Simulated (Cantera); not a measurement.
## Reactions in the system Cr-H-N-O

Standard-state values (1 bar) from the NASA 1993 polynomials, evaluated with Cantera. Values are per mole of reaction as written; species without (g) are pure solids or liquids, kept so even where they would boil at 1 bar.

3 H(g) + Cr₂N + 3 O₂(g) ⇌ 2 CrO₃(g) + NH₃(g)

```json
[
 {"T (K)": "300", "ΔH° (kJ)": "-1160.3", "ΔS° (J/K)": "-299.8", "ΔG° (kJ)": "-1070.3", "log10 K": "186.36"},
 {"T (K)": "723", "ΔH° (kJ)": "-1182.9", "ΔS° (J/K)": "-348.4", "ΔG° (kJ)": "-931.0", "log10 K": "67.26"},
 {"T (K)": "773", "ΔH° (kJ)": "-1185.1", "ΔS° (J/K)": "-351.4", "ΔG° (kJ)": "-913.5", "log10 K": "61.73"},
 {"T (K)": "823", "ΔH° (kJ)": "-1187.3", "ΔS° (J/K)": "-354.2", "ΔG° (kJ)": "-895.9", "log10 K": "56.86"},
 {"T (K)": "873", "ΔH° (kJ)": "-1189.5", "ΔS° (J/K)": "-356.8", "ΔG° (kJ)": "-878.1", "log10 K": "52.54"},
 {"T (K)": "923", "ΔH° (kJ)": "-1191.7", "ΔS° (J/K)": "-359.2", "ΔG° (kJ)": "-860.2", "log10 K": "48.68"},
 {"T (K)": "973", "ΔH° (kJ)": "-1193.9", "ΔS° (J/K)": "-361.5", "ΔG° (kJ)": "-842.2", "log10 K": "45.21"},
 {"T (K)": "1023", "ΔH° (kJ)": "-1196.1", "ΔS° (J/K)": "-363.7", "ΔG° (kJ)": "-824.0", "log10 K": "42.07"},
 {"T (K)": "1073", "ΔH° (kJ)": "-1198.3", "ΔS° (J/K)": "-365.8", "ΔG° (kJ)": "-805.8", "log10 K": "39.23"},
 {"T (K)": "1123", "ΔH° (kJ)": "-1200.5", "ΔS° (J/K)": "-367.8", "ΔG° (kJ)": "-787.5", "log10 K": "36.63"}
]
```
